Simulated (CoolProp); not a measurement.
Computed with CoolProp (reference Helmholtz-energy equation of state, Aleksandrov 2011). It is a short technical equation, of lower accuracy than the large ones.

For n-undecane, give the phase and the density (kg/m³), cp (kJ/(kg K)), cv (kJ/(kg K)), expansivity (1/kK) at 68.05 °C and 0.101 MPa; 129.65 °C and 0.101 MPa; 160.55 °C and 0.101 MPa.


- 68.05 °C and 0.101 MPa: liquid; density 704, cp 2.37, cv 1.96, expansivity 1.09
- 129.65 °C and 0.101 MPa: liquid; density 656, cp 2.61, cv 2.21, expansivity 1.23
- 160.55 °C and 0.101 MPa: liquid; density 630, cp 2.73, cv 2.33, expansivity 1.34
